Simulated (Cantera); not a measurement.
Feed: 1 mol CF4, 2.1 mol H2, at 1.00 bar.

Cantera equilibrium calculation (NASA polynomials, part measured and part estimated; ideal gas, pure solids and liquids). Candidate condensed phases: C, C6H6, C7H8, C8H18; 110 gas species. Ions and electrons are included (thermal ionisation). Rates play no part. All values below are at 3000 K.

Base state: HF 0.953, H 0.0205, H2 0.0169, F 0.00716, C2H2 (acetylene) 0.00105, CF 0.000829, C3 0.000312, CF2 0.000310 (mole fractions); condensed: C(graphite).

Question: What changes in the equilibrium state with this change: pressure from 1.00 bar to 13.3 mbar?

Answer: 
```csv
species,before,after
HF,0.953,0.761
H,0.0205,0.114
F,0.00716,0.0774
C3,0.000312,0.0234
H2,0.0169,0.00692
C4,1.05e-6,7.91e-5
C,5.07e-5,0.00380
"C(graphite), mol",0.979,0.556
```

Question: What changes in the equilibrium state with this change: 0.044 mol HCl added?

Answer: 
```csv
species,before,after
HF,0.953,0.940
H,0.0205,0.0213
H2,0.0169,0.0182
HCl,0,0.00580
Cl,0,0.00463
CF2,0.000310,0.000281
C4H2,2.73e-5,2.94e-5
C2H2 (acetylene),0.00105,0.00113
CF,0.000829,0.000789
F,0.00716,0.00682
"C(graphite), mol",0.979,0.978
```
